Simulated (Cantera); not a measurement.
## Pb + H2 (iron carbonyl, mercury and lead vapours)

Feed: 1 mol Pb, 0.14 mol H2, held at 523.15 K and 0.100 bar.

Method: chemical equilibrium by Gibbs-energy minimisation in Cantera with the NASA 1993 tables (ideal gas, pure condensed phases). Candidate condensed phases: Pb; 4 gas species. Equilibrium is a limit: real reactors are often held back by kinetics, nucleation or transport.

```json
{
 "x(H2)": "1.00",
 "n(Pb(s))": "1.00 mol",
 "gas_amount": "0.1400 mol"
}
```
